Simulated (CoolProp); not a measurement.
Vapour-liquid equilibrium of isobutane (1) + n-butane (2) at 0.556 MPa; x and y are mole fractions of (1).

The numbers come from the multi-fluid Helmholtz-energy mixture model, Bücker 2006 and Bücker 2006; pair parameters Kunz 2012 in CoolProp.

```json
[
 {"x": "0.05", "bubble temperature (°C)": "53.7", "y at the bubble point": "0.064", "dew temperature at overall composition x (°C)": "53.9", "liquid density (mol/L)": "9.226"},
 {"x": "0.2", "bubble temperature (°C)": "51.7", "y at the bubble point": "0.247", "dew temperature at overall composition x (°C)": "52.2", "liquid density (mol/L)": "9.210"},
 {"x": "0.35", "bubble temperature (°C)": "49.7", "y at the bubble point": "0.414", "dew temperature at overall composition x (°C)": "50.5", "liquid density (mol/L)": "9.190"},
 {"x": "0.5", "bubble temperature (°C)": "47.8", "y at the bubble point": "0.568", "dew temperature at overall composition x (°C)": "48.6", "liquid density (mol/L)": "9.170"},
 {"x": "0.65", "bubble temperature (°C)": "45.9", "y at the bubble point": "0.710", "dew temperature at overall composition x (°C)": "46.7", "liquid density (mol/L)": "9.148"},
 {"x": "0.8", "bubble temperature (°C)": "44.1", "y at the bubble point": "0.841", "dew temperature at overall composition x (°C)": "44.7", "liquid density (mol/L)": "9.127"},
 {"x": "0.95", "bubble temperature (°C)": "42.3", "y at the bubble point": "0.962", "dew temperature at overall composition x (°C)": "42.5", "liquid density (mol/L)": "9.105"}
]
```

No azeotrope shows between x = 0.05 and 0.95.

The pair parameters rest on a limited set of measurements; away from them the model extrapolates.
